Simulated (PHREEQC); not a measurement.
Consider water at 25 °C with 0.075 mol/kgw H2SO4, 0.0009 mol/kgw FeCl3 and 0.1 mol/kgw MgCl2. Closed to the air; pH follows from the charge balance.

Equilibrium calculation in PHREEQC: ion-association model, wateq4f.dat.

### Question
The ionic strength comes out as 0.370 mol/kgw. What activity coefficients do FeSO4+, FeCl+2, H+, FeCl2+, FeHSO4+2 get?

### Answer
FeSO4+ 0.70, FeCl+2 0.24, H+ 0.77, FeCl2+ 0.73, FeHSO4+2 0.29.

No solid was allowed to form. Saturation is exceeded, for instance for Hematite (slow to form); the values hold only as long as no solid forms.
